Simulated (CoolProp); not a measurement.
Vapour pressure (MPa) of trans-2-butene: the reference equation beside estimates from Tc = 428.6 K, pc = 4.019 MPa, ω = 0.210. Clausius-Clapeyron is anchored at 299.7 K with a constant enthalpy of vaporisation of 21.31 kJ/mol.

Model: reference Helmholtz-energy equation of state, Lemmon 2005, in CoolProp. It is a short technical equation, of lower accuracy than the large ones.

```json
[
 {"T (K)": "290.8", "reference": "___", "Lee-Kesler": "0.1831", "Clausius-Clapeyron": "0.1892", "van der Waals": "0.6857", "Soave-Redlich-Kwong": "0.1831"},
 {"T (K)": "299.7", "reference": "0.2458", "Lee-Kesler": "0.2452", "Clausius-Clapeyron": "0.2458", "van der Waals": "0.8012", "Soave-Redlich-Kwong": "0.2451"},
 {"T (K)": "308.6", "reference": "0.3216", "Lee-Kesler": "0.3221", "Clausius-Clapeyron": "0.3145", "van der Waals": "0.9287", "Soave-Redlich-Kwong": "0.3220"},
 {"T (K)": "317.4", "reference": "0.4128", "Lee-Kesler": "___", "Clausius-Clapeyron": "0.3959", "van der Waals": "1.067", "Soave-Redlich-Kwong": "0.4149"},
 {"T (K)": "326.3", "reference": "0.5236", "Lee-Kesler": "0.5270", "Clausius-Clapeyron": "0.4935", "van der Waals": "1.220", "Soave-Redlich-Kwong": "0.5280"},
 {"T (K)": "335.2", "reference": "0.6553", "Lee-Kesler": "___", "Clausius-Clapeyron": "0.6079", "van der Waals": "1.386", "Soave-Redlich-Kwong": "0.6627"},
 {"T (K)": "344", "reference": "0.8082", "Lee-Kesler": "0.8151", "Clausius-Clapeyron": "0.7392", "van der Waals": "1.564", "Soave-Redlich-Kwong": "0.8196"},
 {"T (K)": "352.9", "reference": "0.9884", "Lee-Kesler": "0.9971", "Clausius-Clapeyron": "0.8920", "van der Waals": "1.758", "Soave-Redlich-Kwong": "1.005"},
 {"T (K)": "361.8", "reference": "1.197", "Lee-Kesler": "1.207", "Clausius-Clapeyron": "1.066", "van der Waals": "___", "Soave-Redlich-Kwong": "___"},
 {"T (K)": "370.7", "reference": "1.436", "Lee-Kesler": "1.448", "Clausius-Clapeyron": "1.264", "van der Waals": "2.189", "Soave-Redlich-Kwong": "1.464"}
]
```

Fill in the missing entries.


- 290.8, reference: 0.1844
- 317.4, Lee-Kesler: 0.4146
- 335.2, Lee-Kesler: 0.6604
- 361.8, van der Waals: 1.966
- 361.8, Soave-Redlich-Kwong: 1.219

Absolute difference from the reference over all 10 rows, mean and median: Lee-Kesler 0.6 and 0.7 %, Clausius-Clapeyron 6.3 and 6.5 %, van der Waals 137.8 and 122.3 %, Soave-Redlich-Kwong 1.0 and 1.0 %.
